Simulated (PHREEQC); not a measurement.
Solution (25 °C): 0.0097 mol/kgw H2SO4 and 0.0057 mol/kgw MnSO4. Closed to the air; pH follows from the charge balance.

All values are PHREEQC results (Pitzer model, pitzer.dat), not measurements.

```
quantity                   before    after
------------------------  -------  -------
pH                           1.94     2.06
ionic strength (mol/kgw)   0.0409   0.0428
SO4-2 (mol/kgw)           0.00992   0.0109
HSO4- (mol/kgw)           0.00548  0.00454
```

Q: What was changed between the two runs?
A) H2SO4 from 0.0097 to 0.00485 mol/kgw
B) 0.0043 mol/kgw NaHCO3 added
C) MnSO4 from 0.0057 to 0.00057 mol/kgw

A: B, 0.0043 mol/kgw NaHCO3 added

Precipitation was switched off in this run.
